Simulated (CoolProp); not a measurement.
Saturation properties of R245ca.

The numbers come from the reference Helmholtz-energy equation of state, Zhou 2016 in CoolProp.

| T (°C) | p (MPa) | vapour density (kg/m³) | enthalpy of vaporisation (kJ/kg) | liquid cp (kJ/(kg K)) |
|---|---|---|---|---|
| -69.55 | 0.0002640 | 0.02091 | 258.9 | 1.325 |
| -58.45 | 0.0007515 | 0.05647 | 251.8 | 1.318 |
| -47.35 | 0.001883 | 0.1347 | 245.1 | 1.316 |
| -36.15 | 0.004267 | 0.2913 | 238.5 | 1.319 |
| -25.05 | 0.008766 | 0.5731 | 232.2 | 1.324 |
| -13.95 | [?] | [?] | 226.0 | 1.332 |
| -2.85 | 0.02970 | 1.800 | 219.9 | 1.343 |
| 8.25 | 0.05001 | 2.932 | 213.7 | 1.356 |
| 19.35 | 0.08019 | 4.569 | 207.5 | 1.371 |
| 30.55 | [?] | 6.877 | 201.1 | 1.388 |
| 41.65 | 0.1833 | 9.982 | 194.6 | 1.407 |
| 52.75 | 0.2631 | 14.10 | 187.9 | 1.428 |
| 63.85 | [?] | 19.46 | 180.9 | 1.451 |
| 74.95 | 0.5000 | 26.33 | 173.4 | 1.478 |

Problem. Fill in the missing entries.

Solution. 
- -13.95, p (MPa): 0.01668
- -13.95, vapour density (kg/m³): 1.048
- 30.55, p (MPa): 0.1237
- 63.85, p (MPa): 0.3672

It boils at 25.3 °C under 1 atm.
